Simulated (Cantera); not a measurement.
A closed system holds: 1 mol SiC, 0.14 mol H₂O, 440 mol N₂, 2.8 mol N₂O, at 150000 Pa.

Equilibrium computed with Cantera from the NASA thermochemical tables; the gas is ideal and each condensed phase is pure. Candidate condensed phases: C, C₆H₆, C₇H₈, C₈H₁₈, H₂O, Si, SiC, SiO₂, Si₂N₂O, Si₃N₄; 151 gas species. Mutual solubility and eutectic melting of coexisting phases are not modelled. The tables hold silica as quartz up to 1696 K and as liquid above; real silica turns to tridymite and cristobalite and melts near 1996 K. The numbers say what is thermodynamically allowed, not how fast it happens.

At 1400 °C, list the 4 most abundant gas species with their mole fractions, and the condensed phases.

N₂ 0.997, CO 0.00225, H₂ 0.000314, SiO 8.18e-5. Condensed: SiO₂(β-quartz) + Si₂N₂O(s).
